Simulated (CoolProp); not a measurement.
Vapour pressure (MPa) of octamethyltrisiloxane (MDM): the reference equation beside estimates from Tc = 565.4 K, pc = 1.438 MPa, ω = 0.528. Clausius-Clapeyron is anchored at 342.6 K with a constant enthalpy of vaporisation of 44.22 kJ/mol.

Values from CoolProp's reference Helmholtz-energy equation of state, Thol 2017.

| T (K) | reference | Lee-Kesler | Clausius-Clapeyron | van der Waals | Redlich-Kwong | Soave-Redlich-Kwong | Peng-Robinson |
|---|---|---|---|---|---|---|---|
| 271.1 | 6.763e-5 | 7.753e-5 | 9.520e-5 | 0.02993 | 0.001783 | 7.815e-5 | 9.309e-5 |
| 294.9 | 0.0004024 | 0.0004314 | 0.0004637 | 0.05292 | 0.005729 | 0.0004346 | 0.0004913 |
| 318.7 | 0.001718 | ? | 0.001783 | 0.08628 | 0.01481 | 0.001779 | 0.001933 |
| 342.6 | 0.005710 | 0.005753 | 0.005710 | 0.1322 | 0.03264 | 0.005766 | ? |
| 366.4 | 0.01549 | ? | 0.01565 | 0.1922 | 0.06330 | 0.01544 | 0.01593 |
| 390.2 | ? | ? | 0.03794 | 0.2680 | 0.1114 | ? | 0.03622 |
| 414 | 0.07394 | 0.07323 | 0.08305 | 0.3613 | 0.1818 | 0.07332 | 0.07359 |
| 437.8 | 0.1378 | 0.1365 | ? | 0.4732 | 0.2792 | ? | 0.1366 |
| 461.6 | 0.2375 | 0.2353 | 0.3124 | 0.6052 | 0.4080 | 0.2377 | 0.2356 |

Question: What belongs in the gaps?

Answer: 
- 318.7, Lee-Kesler: 0.001770
- 342.6, Peng-Robinson: 0.006082
- 366.4, Lee-Kesler: 0.01543
- 390.2, reference: 0.03598
- 390.2, Lee-Kesler: 0.03569
- 390.2, Soave-Redlich-Kwong: 0.03567
- 437.8, Clausius-Clapeyron: 0.1670
- 437.8, Soave-Redlich-Kwong: 0.1372

Absolute difference from the reference over all 9 rows, mean and median: Lee-Kesler 3.3 and 0.9 %, Clausius-Clapeyron 14.6 and 12.3 %, van der Waals 7435.2 and 1140.8 %, Redlich-Kwong 659.1 and 308.7 %, Soave-Redlich-Kwong 3.4 and 0.9 %, Peng-Robinson 9.4 and 2.8 %.
